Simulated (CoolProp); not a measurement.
Vapour-liquid equilibrium of n-hexane (1) + hexamethyldisiloxane (MM) (2) at 193.05 °C; x and y are mole fractions of (1).

Model: multi-fluid Helmholtz-energy mixture model, Thol 2019 and Thol 2016; pair parameters Bell 2016, in CoolProp.

Question: Give the bubble pressure and the first vapour's composition at x = 0.05, 0.125, 0.875. Is there an azeotrope?

Answer: x = 0.05: 0.8447 MPa, y = 0.072; x = 0.125: 0.8894 MPa, y = 0.173; x = 0.875: 1.477 MPa, y = 0.920. No azeotrope shows between x = 0.05 and 0.95.

Pair parameters are fitted to limited data, so mixtures are less certain than the pure fluids.
